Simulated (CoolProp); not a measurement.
Vapour-liquid equilibrium of fluoroethane (R161) (1) + R1234yf (2) at 277.6 K; x and y are mole fractions of (1).

Model: multi-fluid Helmholtz-energy mixture model, Wu 2012 and Lemmon 2022; pair parameters Bell 2016, in CoolProp.

### Question
Give the bubble pressure and the first vapour's composition at x = 0.05, 0.2, 0.5. Is there an azeotrope?

### Answer
x = 0.05: 375.5 kPa, y = 0.070; x = 0.2: 402.0 kPa, y = 0.261; x = 0.5: 448.7 kPa, y = 0.572. No azeotrope shows between x = 0.05 and 0.95.

The pair parameters rest on a limited set of measurements; away from them the model extrapolates.
